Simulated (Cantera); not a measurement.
**Hydrogen reduction and annealing atmospheres: V2O3 + H2 + N2**

Charge: 1 mol V2O3, 72 mol H2, 45 mol N2, equilibrated at 2123.15 K.

Equilibrium computed with Cantera from the NASA thermochemical tables; the gas is ideal and each condensed phase is pure. Candidate condensed phases: H2O, V, VN, VO, V2O3, V2O4, V2O5; 28 gas species. VO: taken at fixed stoichiometry. Kinetics and transport are ignored.

```json
[
 {"P (Pa)": "10", "log p H2": "-4.38", "log p N2": "-4.48", "log p H": "-4.63", "log p H2O": "-6.68", "log p VO": "-6.11", "log p VO2": "-6.21", "log p V": "-6.99", "log p OH": "-7.84", "n VO(l)": "0"},
 {"P (Pa)": "36", "log p H2": "-3.75", "log p N2": "-3.90", "log p H": "-4.32", "log p H2O": "-6.06", "log p VO": "-5.53", "log p VO2": "-5.64", "log p V": "-6.40", "log p OH": "-7.54", "n VO(l)": "0"},
 {"P (Pa)": "130", "log p H2": "-3.15", "log p N2": "-3.32", "log p H": "-4.02", "log p H2O": "-5.46", "log p VO": "-4.97", "log p VO2": "-5.08", "log p V": "-5.84", "log p OH": "-7.23", "n VO(l)": "0.0601"},
 {"P (Pa)": "460", "log p H2": "-2.58", "log p N2": "-2.76", "log p H": "-3.73", "log p H2O": "-4.63", "log p VO": "-4.97", "log p VO2": "-4.82", "log p V": "-6.10", "log p OH": "-6.69", "n VO(l)": "1.31"},
 {"P (Pa)": "1700", "log p H2": "-2.00", "log p N2": "-2.19", "log p H": "-3.44", "log p H2O": "-3.91", "log p VO": "-4.97", "log p VO2": "-4.68", "log p V": "-6.24", "log p OH": "-6.26", "n VO(l)": "1.78"},
 {"P (Pa)": "6000", "log p H2": "-1.45", "log p N2": "-1.64", "log p H": "-3.17", "log p H2O": "-3.31", "log p VO": "-4.97", "log p VO2": "-4.64", "log p V": "-6.28", "log p OH": "-5.94", "n VO(l)": "1.93"},
 {"P (Pa)": "22000", "log p H2": "-0.88", "log p N2": "-1.07", "log p H": "-2.88", "log p H2O": "-2.73", "log p VO": "-4.97", "log p VO2": "-4.63", "log p V": "-6.29", "log p OH": "-5.65", "n VO(l)": "1.98"},
 {"P (Pa)": "77000", "log p H2": "-0.33", "log p N2": "-0.53", "log p H": "-2.61", "log p H2O": "-2.18", "log p VO": "-4.97", "log p VO2": "-4.62", "log p V": "-6.30", "log p OH": "-5.37", "n VO(l)": "1.99"},
 {"P (Pa)": "280000", "log p H2": "0.23", "log p N2": "0.03", "log p H": "-2.33", "log p H2O": "-1.62", "log p VO": "-4.97", "log p VO2": "-4.62", "log p V": "-6.30", "log p OH": "-5.09", "n VO(l)": "2.00"},
 {"P (Pa)": "1000000", "log p H2": "0.78", "log p N2": "0.58", "log p H": "-2.05", "log p H2O": "-1.07", "log p VO": "-4.97", "log p VO2": "-4.62", "log p V": "-6.30", "log p OH": "-4.81", "n VO(l)": "2.00"}
]
```
log p: log10 of the partial pressure in bar; n: condensed amount in mol.

From 10.0 Pa to 36.0 Pa nothing is condensed. From 1.30 mbar to 10.0 bar the condensed part is VO(l). The main V-bearing gas is VO at 10.0 Pa and VO2 at 10.0 bar.
